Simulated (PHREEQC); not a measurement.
**Metal-bearing waste water (model solution)**

A solution holds 0.0077 mol/kgw FeSO4 and 0.0045 mol/kgw NaHCO3, at 25 °C. Closed to the air; pH follows from the charge balance.

The numbers come from PHREEQC with the ion-association model, wateq4f.dat.

Each row changes one thing in this solution. This is a speciation only: nothing precipitates in the calculation.

```tsv
case	pH	ionic strength (mol/kgw)
as made	7.40	0.0262
NaHCO3 from 0.0045 to 0.00675 mol/kgw	[?]	[?]
diluted 10-fold with water	7.64	0.00323
NaHCO3 from 0.0045 to 0.00045 mol/kgw	7.21	0.0234
8.3e-05 mol/kgw H3PO4 added	7.26	0.0262
NaHCO3 left out	6.04	0.0231
temperature from 25 to 85 °C	[?]	0.0225
temperature from 25 to 75 °C	7.12	0.0230
FeSO4 left out	8.26	0.00453
```

### Question
What belongs in the gaps?

### Answer

- NaHCO3 from 0.0045 to 0.00675 mol/kgw, pH: 7.42
- NaHCO3 from 0.0045 to 0.00675 mol/kgw, ionic strength (mol/kgw): 0.0279
- temperature from 25 to 85 °C, pH: 7.07

Complexes and solids missing from the database can't appear. Some of these states are supersaturated (in Siderite, Vivianite, for instance). H3PO4, which wateq4f.dat lacks, is added to it with the constant of phreeqc.dat. Constants without temperature data keep their 25 °C values here.
